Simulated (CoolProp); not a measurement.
Properties of n-nonane along the isobar 0.925 MPa (Tc = 594.5 K, pc = 2.282 MPa, ω = 0.443).

Values from CoolProp's reference Helmholtz-energy equation of state, Lemmon 2006. It is a short technical equation, of lower accuracy than the large ones.

| T (K) | phase | density (kg/m³) | Joule-Thomson coefficient (K/MPa) | isothermal compressibility (1/MPa) | conductivity (mW/(m K)) |
|---|---|---|---|---|---|
| 284.4 | liquid | 725.6 | -0.4427 | 0.001072 | ? |
| 296.7 | liquid | ? | -0.4284 | 0.001169 | 127 |
| 309.1 | liquid | 706.2 | -0.4132 | 0.001278 | 124 |
| 321.5 | liquid | 696.4 | -0.3971 | 0.001400 | ? |
| 333.9 | liquid | 686.6 | -0.3803 | 0.001538 | 118 |
| 346.3 | liquid | ? | -0.3627 | ? | 115 |
| 358.6 | liquid | 666.6 | -0.3442 | 0.001868 | 112 |
| 371 | liquid | 656.5 | -0.3245 | 0.002071 | 109 |
| 383.4 | liquid | 646.1 | ? | 0.002304 | 106 |
| 395.8 | liquid | ? | -0.2805 | 0.002575 | ? |
| 408.2 | liquid | 624.8 | -0.2556 | 0.002894 | 101 |

Question: Complete the blanks.

Answer: 
- 284.4, conductivity (mW/(m K)): 131
- 296.7, density (kg/m³): 715.9
- 321.5, conductivity (mW/(m K)): 121
- 346.3, density (kg/m³): 676.6
- 346.3, isothermal compressibility (1/MPa): 0.001693
- 383.4, Joule-Thomson coefficient (K/MPa): -0.3034
- 395.8, density (kg/m³): 635.5
- 395.8, conductivity (mW/(m K)): 104

Thermal conductivity comes from a separate model (Huber 2005).
